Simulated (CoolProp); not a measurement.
R404A at 482.06 K and 1.61 MPa is throttled through a valve to 0.771 MPa with no heat exchange. Each further row changes one setting.

Values from CoolProp's reference Helmholtz-energy equation of state, Lemmon 2003. It is a pseudo-pure fit of the blend.

| case | temperature change (K) | final density (kg/m³) |
|---|---|---|
| as stated | -3.5 | 19.3 |
| outlet pressure 0.231 MPa | -5.8 | 5.73 |
| outlet pressure 1 MPa | -2.6 | 25.2 |
